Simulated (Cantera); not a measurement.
Input (Python, Cantera) and output of one run.

```python
import numpy as np
import cantera as ct

gas_names = [...]  # 58 gases of nasa_gas.yaml made of F, H, N, O, Si
cond_names = """
    H2O(s) H2O(L) Si(cr) Si(L) SiO2(Lqz) SiO2(hqz) SiO2(L) Si2N2O(s) Si3N4(a)
""".split()


# ... load() reads the species with a 1 bar reference pressure and builds the phases ...
atoms = {
    'SiF4': {'Si': 1, 'F': 4},
    'O3': {'O': 3},
    'H2': {'H': 2},
    'N2O': {'N': 2, 'O': 1},
}
top_T = {'Si2N2O(s)': 2100, 'Si3N4(a)': 2400}  # K; cautious upper limits of use, not melting points


# ... equilibrate(T, P, feed) seeds the gas with the atoms and calls Mixture.equilibrate('TP', solver="vcs", rtol=1e-11, max_steps=5000) ...
results = []
feed = {'SiF4': 1, 'O3': 0.48, 'H2': 2.6, 'N2O': 7.2}  # mol
T = 1973.15  # K
P = 6200  # Pa
mix = equilibrate(T, P, feed)
results.append((T, P, feed, dict(zip(mix.species_names, mix.species_moles))))
x = sorted(zip(gas.X, gas.species_names), reverse=True)
print(f"T = {T:g} K  P = {P:g} Pa  gas = {mix.phase_moles(0):.4g} mol")
print("   x: " + "  ".join(f"{s} {v:.3e}" for v, s in x if v > 0.0001))
print("   condensed (mol): " + ("  ".join(f"{mix.phase(i).name} {mix.phase_moles(i):.4g}"
      for i in range(1, mix.n_phases) if mix.phase_moles(i) > 1e-12) or "none"))
```

Result:

```
T = 1973.15 K  P = 6200 Pa  gas = 14.82 mol
   x: N2 4.831e-01  HF 2.653e-01  O2 2.000e-01  H2O 4.153e-02  NO 5.431e-03  OH 2.286e-03  SiF4 1.132e-03  O 9.753e-04
   condensed (mol): SiO2(L) 0.9831
```

Cantera equilibrium calculation (NASA polynomials, part measured and part estimated; ideal gas, pure solids and liquids). The tables hold silica as quartz up to 1696 K and as liquid above; real silica turns to tridymite and cristobalite and melts near 1996 K.
